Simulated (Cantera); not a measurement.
Standard-state values (1 bar) from the NASA 1993 polynomials, evaluated with Cantera. Values are per mole of reaction as written; species without (g) are pure solids or liquids, kept so even where they would boil at 1 bar. VN: taken at fixed stoichiometry.

Q: Between 300 and 773 K, where is each reaction favourable under standard conditions?
- 3 OH(g) + VN ⇌ NO(g) + VO2(g) + 3 H(g)

A: 
- 3 OH(g) + VN ⇌ NO(g) + VO2(g) + 3 H(g): ΔG° is 542 kJ at 300 K and 430 kJ at 773 K; it stays positive (K < 1). ΔH° is 616 kJ and ΔS° 240 J/K at 773 K.
